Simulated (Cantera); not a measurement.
Aluminium and copper etching: Cu + F₂ + N₂

A closed system holds: 1 mol Cu, 2.2 mol F₂, 16 mol N₂, at 13.3 mbar.

These are equilibrium values from Cantera (NASA tables, ideal gas, pure condensed phases), not measurements of a reactor. Candidate condensed phases: Cu, CuF₂; 11 gas species. Kinetics and transport are ignored.

From 473 K to 1073 K the condensed part is CuF₂(s). From 1173 K to 1473 K nothing is condensed.

```
T (K)  log p N₂  log p F  log p F₂  log p CuF₂  log p NF₃  n CuF₂(s)
-----  --------  -------  --------  ----------  ---------  ---------
473       -1.90    -8.90     -6.33        <-13      -3.19       1.00
573       -1.90    -6.50     -4.64        <-13      -3.20       1.00
673       -1.90    -4.86     -3.55      -11.49      -3.35       1.00
773       -1.91    -3.84     -3.14       -8.86      -4.06      1.000
873       -1.92    -3.24     -3.21       -6.86      -5.18      1.000
973       -1.93    -2.91     -3.57       -5.29      -6.51      0.993
1073      -1.94    -2.80     -4.16       -4.03      -8.06      0.870
1173      -1.96    -2.79     -4.84       -3.16      -9.61          0
1273      -1.96    -2.78     -5.41       -3.16     -10.91          0
1373      -1.96    -2.78     -5.90       -3.16     -12.03          0
1473      -1.96    -2.78     -6.33       -3.16     -13.00          0
```
log p: log10 of the partial pressure in bar; n: condensed amount in mol.
